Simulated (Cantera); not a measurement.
Charge: 1 mol C3H8, 1.6 mol CO2, equilibrated at 36.0 mbar.

Method: chemical equilibrium by Gibbs-energy minimisation in Cantera with the NASA 1993 tables (ideal gas, pure condensed phases). Candidate condensed phases: C, C6H6, C7H8, C8H18, H2O; 110 gas species. Equilibrium is a limit: real reactors are often held back by kinetics, nucleation or transport.

x: gas mole fraction; n: condensed amount in mol.

| T (K) | x H2 | x CO | x H | x C2H2 (acetylene) | x H2O | x CO2 | x CH4 | n C(graphite) |
|---|---|---|---|---|---|---|---|---|
| 1150 | 0.555 | 0.444 | 2.93e-7 | 2.15e-8 | 0.000416 | 0.000280 | 0.000260 | 1.40 |
| 1350 | 0.555 | 0.444 | 9.36e-6 | 6.88e-7 | 5.09e-5 | 2.07e-5 | 6.40e-5 | 1.40 |
| 1550 | 0.555 | 0.444 | ___ | ___ | ___ | ___ | ___ | 1.40 |
| 1750 | 0.555 | 0.444 | 0.000913 | 6.37e-5 | 3.27e-6 | 7.22e-7 | 1.01e-5 | 1.40 |
| 1950 | 0.552 | 0.443 | ___ | ___ | ___ | ___ | ___ | 1.40 |
| 2150 | 0.542 | 0.441 | 0.0164 | 0.00105 | 5.79e-7 | 9.22e-8 | 3.10e-6 | 1.38 |
| 2350 | 0.516 | 0.434 | 0.0472 | 0.00285 | 2.91e-7 | 4.26e-8 | 1.87e-6 | 1.36 |
| 2550 | 0.462 | 0.420 | 0.112 | 0.00615 | 1.50e-7 | 2.15e-8 | 1.07e-6 | 1.30 |

**Question.** Complete the blanks.

**Answer.** 
- 1950, x H: 0.00449
- 1950, x C2H2 (acetylene): 0.000302
- 1950, x H2O: 1.27e-6
- 1950, x CO2: 2.31e-7
- 1950, x CH4: 5.33e-6
- 1550, x H: 0.000124
- 1550, x C2H2 (acetylene): 8.91e-6
- 1550, x H2O: 1.08e-5
- 1550, x CO2: 3.08e-6
- 1550, x CH4: 2.26e-5
